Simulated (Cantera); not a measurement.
Cantera run, input and output.

```python
import numpy as np
import cantera as ct

gas = ct.Solution("gri30.yaml")
gas.TPX = 575, 100000, {'CH4': 1, 'O2': 2.56, 'N2': 9.64}
inlet = ct.Reservoir(gas, clone=True)
gas.equilibrate("HP")  # start burning
reactor = ct.IdealGasConstPressureReactor(gas, energy="on", clone=False)
exhaust = ct.Reservoir(gas, clone=True)
tau = [0.054, 0.031, 0.018, 0.01, 0.0058, 0.0033, 0.0019, 0.0011, 0.00061, 0.00035, 0.0002, 0.00011, 6.5e-05][0]
for a, b in ((inlet, reactor), (reactor, exhaust)):
    ct.MassFlowController(a, b, mdot=lambda t: reactor.mass / tau)
net = ct.ReactorNet([reactor])
show = ['CH4', 'O2', 'CH2O', 'OH', 'CO', 'NO']

rows = []
print(f"{'tau/s':>10s}{'T/K':>9s}" + "".join(f"{s:>11s}" for s in show))
for tau in [0.054, 0.031, 0.018, 0.01, 0.0058, 0.0033, 0.0019, 0.0011, 0.00061, 0.00035, 0.0002, 0.00011, 6.5e-05]:
    net.initial_time = 0.0
    net.advance(30 * tau)
    before = gas.X
    net.advance(40 * tau)
    drift = np.max(np.abs(gas.X - before) / (gas.X + 1e-9))
    rows.append([gas.T, *gas[show].X, drift])
    print(f"{tau:10.3e}{gas.T:9.1f}" + "".join(f"{x:11.3e}" for x in gas[show].X))
```

Output:

```
     tau/s      T/K        CH4         O2       CH2O         OH         CO         NO
 5.400e-02   2148.0  5.355e-06  4.237e-02  8.609e-07  3.967e-03  2.336e-03  6.331e-04
 3.100e-02   2141.8  8.391e-06  4.264e-02  1.363e-06  4.284e-03  2.787e-03  4.449e-04
 1.800e-02   2132.3  1.266e-05  4.297e-02  2.076e-06  4.709e-03  3.446e-03  3.222e-04
 1.000e-02   2117.4  1.929e-05  4.345e-02  3.178e-06  5.289e-03  4.461e-03  2.317e-04
 5.800e-03   2098.6  2.817e-05  4.405e-02  4.624e-06  5.914e-03  5.718e-03  1.719e-04
 3.300e-03   2073.5  4.167e-05  4.487e-02  6.744e-06  6.600e-03  7.350e-03  1.262e-04
 1.900e-03   2043.1  6.174e-05  4.587e-02  9.738e-06  7.254e-03  9.262e-03  9.335e-05
 1.100e-03   2007.6  9.273e-05  4.710e-02  1.410e-05  7.822e-03  1.145e-02  6.972e-05
 6.100e-04   1963.3  1.480e-04  4.874e-02  2.138e-05  8.272e-03  1.414e-02  5.122e-05
 3.500e-04   1916.4  2.391e-04  5.070e-02  3.254e-05  8.468e-03  1.711e-02  3.811e-05
 2.000e-04   1864.0  4.092e-04  5.339e-02  5.189e-05  8.354e-03  2.084e-02  2.744e-05
 1.100e-04   1800.1  8.047e-04  5.785e-02  9.291e-05  7.708e-03  2.643e-02  1.775e-05
 6.500e-05   1724.3  1.840e-03  6.567e-02  1.864e-04  6.123e-03  3.448e-02  9.743e-06
```

Model: GRI-Mech 3.0 (53 species, 325 reactions), integrated in Cantera.
